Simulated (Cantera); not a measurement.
Charge: 1 mol MgO, 0.051 mol HI, held at 1675 K and 1 atm.

Equilibrium computed with Cantera from the NASA thermochemical tables; the gas is ideal and each condensed phase is pure. Candidate condensed phases: H2O, I2, Mg, MgI2, MgO, Mg(OH)2; 20 gas species. Kinetics and transport are ignored.

Base state: I 0.377, HI 0.286, H2 0.214, H2O 0.0484, MgI2 0.0484, I2 0.0258, MgI 8.16e-5, H 5.34e-5 (mole fractions); condensed: MgO(s).

**Question.** What changes in the equilibrium state with this change: pressure from 1 atm to 0.100 bar?

**Answer.** 
```json
[
 {"species": "I", "before": "0.377", "after": "0.532"},
 {"species": "H2", "before": "0.214", "after": "0.271"},
 {"species": "HI", "before": "0.286", "after": "0.143"},
 {"species": "I2", "before": "0.0258", "after": "0.00509"},
 {"species": "MgI2", "before": "0.0484", "after": "0.0240"},
 {"species": "H2O", "before": "0.0484", "after": "0.0243"},
 {"species": "H", "before": "5.34e-5", "after": "0.000191"},
 {"species": "MgI", "before": "8.16e-5", "after": "0.000291"},
 {"species": "MgO(s), mol", "before": "0.997", "after": "0.998"}
]
```

**Question.** What changes in the equilibrium state with this change: 0.13 mol NH3 added?

**Answer.** 
| species | before | after |
|---|---|---|
| H2 | 0.214 | 0.638 |
| N2 | 0 | 0.203 |
| HI | 0.286 | 0.0752 |
| I | 0.377 | 0.0574 |
| I2 | 0.0258 | 0.000600 |
| MgI2 | 0.0484 | 0.0127 |
| H2O | 0.0484 | 0.0128 |
| H | 5.34e-5 | 9.21e-5 |
| MgI | 8.16e-5 | 0.000140 |
| MgO(s), mol | 0.997 | 0.996 |
